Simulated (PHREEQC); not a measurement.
Dissolve 0.054 mol/kgw K2CO3, 0.00046 mol/kgw K2SO4 and 0.0038 mol/kgw H3BO3 at 20 °C. Closed to the air; pH follows from the charge balance.

Model: ion-association model, phreeqc.dat, run in PHREEQC.

```json
[
 {"quantity": "pH", "before": "11.04", "after": "5.86"},
 {"quantity": "ionic strength (mol/kgw)", "before": "0.158", "after": "0.00138"},
 {"quantity": "SO4-2 (mol/kgw)", "before": "0.000378", "after": "0.000458"},
 {"quantity": "KSO4- (mol/kgw)", "before": "8.16e-5", "after": "2.29e-6"},
 {"quantity": "H3BO3 (mol/kgw)", "before": "4.83e-5", "after": "0.00380"}
]
```

Problem. Name the change that produced these shifts.
A. K2CO3 from 0.054 to 0.108 mol/kgw
B. temperature from 20 to 30 °C
C. K2CO3 left out
D. diluted 100-fold with water
E. K2CO3 from 0.054 to 0.0594 mol/kgw

Solution. C, K2CO3 left out

Precipitation was switched off in this run.
